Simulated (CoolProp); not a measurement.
A simple Rankine cycle with c-C4F8 (RC318): condensing at 322.15 K, boiler at 2.06 MPa, turbine inlet 413.3 K, turbine efficiency 0.7, pump efficiency 0.7, no recuperator. Each further row changes one setting.

Model: reference Helmholtz-energy equation of state, Platzer 1990, in CoolProp. This equation is an older, rougher fit; its heat capacities, sound speeds and derivatives of the liquid may be far off and weren't checked against measurements.

```json
[
 {"case": "as stated", "thermal efficiency (%)": "6.2", "net work (kJ/kg)": "10.2", "heat in (kJ/kg)": "164", "turbine exit temperature (K)": "…", "volume ratio over the turbine": "3.69"},
 {"case": "turbine inlet 433.3 K", "thermal efficiency (%)": "6.1", "net work (kJ/kg)": "11.2", "heat in (kJ/kg)": "185", "turbine exit temperature (K)": "410.7", "volume ratio over the turbine": "…"},
 {"case": "condensing temperature 314.15 K", "thermal efficiency (%)": "7.2", "net work (kJ/kg)": "12.4", "heat in (kJ/kg)": "…", "turbine exit temperature (K)": "…", "volume ratio over the turbine": "4.63"},
 {"case": "boiler pressure 1.44 MPa", "thermal efficiency (%)": "…", "net work (kJ/kg)": "7.80", "heat in (kJ/kg)": "170", "turbine exit temperature (K)": "…", "volume ratio over the turbine": "…"},
 {"case": "turbine efficiency 0.6", "thermal efficiency (%)": "5.2", "net work (kJ/kg)": "…", "heat in (kJ/kg)": "164", "turbine exit temperature (K)": "391.1", "volume ratio over the turbine": "3.71"}
]
```

### Question
Some entries are withheld; supply them.

### Answer

- as stated, turbine exit temperature (K): 389.3
- turbine inlet 433.3 K, volume ratio over the turbine: 3.55
- condensing temperature 314.15 K, heat in (kJ/kg): 173
- condensing temperature 314.15 K, turbine exit temperature (K): 385.9
- boiler pressure 1.44 MPa, thermal efficiency (%): 4.6
- boiler pressure 1.44 MPa, turbine exit temperature (K): 398.3
- boiler pressure 1.44 MPa, volume ratio over the turbine: 2.41
- turbine efficiency 0.6, net work (kJ/kg): 8.56
